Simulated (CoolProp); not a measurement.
Vapour-liquid equilibrium of acetone (1) + n-decane (2) at 440.7 K; x and y are mole fractions of (1).

Model: multi-fluid Helmholtz-energy mixture model, Lemmon 2006 and Lemmon 2006; pair parameters Bell 2016, in CoolProp.

| x | bubble pressure, mixture model (kPa) | bubble pressure, Raoult's law (kPa) | y, mixture model | y, Raoult's law |
|---|---|---|---|---|
| 0.05 | 179.5 | 160.7 | [?] | 0.495 |
| 0.125 | 325.8 | 273.6 | 0.741 | 0.727 |
| 0.2 | 468.8 | 386.4 | 0.823 | 0.823 |
| 0.275 | 601.3 | 499.3 | 0.865 | 0.876 |
| 0.35 | [?] | 612.2 | [?] | 0.909 |
| 0.425 | 825.0 | 725.0 | 0.907 | 0.932 |
| 0.5 | 919.2 | 837.9 | 0.920 | 0.949 |
| 0.575 | [?] | 950.8 | 0.931 | 0.962 |
| 0.65 | 1092 | 1064 | [?] | 0.972 |
| 0.725 | [?] | 1176 | 0.951 | 0.980 |
| 0.8 | [?] | 1289 | 0.962 | 0.987 |
| 0.875 | 1383 | 1402 | 0.975 | 0.992 |
| 0.95 | 1502 | 1515 | 0.989 | 0.997 |

Problem. Complete the blanks.

Solution. 
- 0.05, y, mixture model: 0.524
- 0.35, bubble pressure, mixture model (kPa): 719.9
- 0.35, y, mixture model: 0.890
- 0.575, bubble pressure, mixture model (kPa): 1007
- 0.65, y, mixture model: 0.941
- 0.725, bubble pressure, mixture model (kPa): 1181
- 0.8, bubble pressure, mixture model (kPa): 1276

The largest gap from Raoult's law is +21.3 % in bubble pressure, at x = 0.2. No azeotrope shows between x = 0.05 and 0.95.

The pair parameters rest on a limited set of measurements; away from them the model extrapolates. The gap from Raoult's law changes sign with composition, which may be real or a fault of the pair parameters; it wasn't checked against measurements.
